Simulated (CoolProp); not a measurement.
Vapour-liquid equilibrium of hydrogen sulfide (1) + benzene (2) at 53.05 °C; x and y are mole fractions of (1).

The numbers come from the multi-fluid Helmholtz-energy mixture model, Lemmon 2006 and Thol 2012; pair parameters Bell 2016 in CoolProp.

```tsv
x	bubble pressure (MPa)	y at the bubble point	dew pressure at overall composition x (MPa)	liquid density (mol/L)
0.05	0.1935	___	0.04276	11.12
0.125	0.4205	0.906	0.04644	11.63
0.2	0.6483	0.941	___	12.18
0.275	0.8808	0.958	___	12.78
0.35	1.121	___	0.06252	13.41
0.425	1.370	0.975	___	14.10
0.5	1.632	0.981	0.08121	14.83
0.575	1.906	0.985	0.09546	15.62
0.65	___	___	0.1157	16.46
0.725	2.498	0.991	0.1469	17.35
0.8	2.817	0.993	___	18.28
0.875	3.155	0.996	0.3183	19.20
0.95	3.518	0.998	0.7549	20.03
```

Task: What belongs in the gaps?

Result: 
- 0.05, y at the bubble point: 0.792
- 0.2, dew pressure at overall composition x (MPa): 0.05080
- 0.275, dew pressure at overall composition x (MPa): 0.05606
- 0.35, y at the bubble point: 0.968
- 0.425, dew pressure at overall composition x (MPa): 0.07066
- 0.65, bubble pressure (MPa): 2.195
- 0.65, y at the bubble point: 0.988
- 0.8, dew pressure at overall composition x (MPa): 0.2011

No azeotrope shows between x = 0.05 and 0.95.

The pair parameters rest on a limited set of measurements; away from them the model extrapolates.
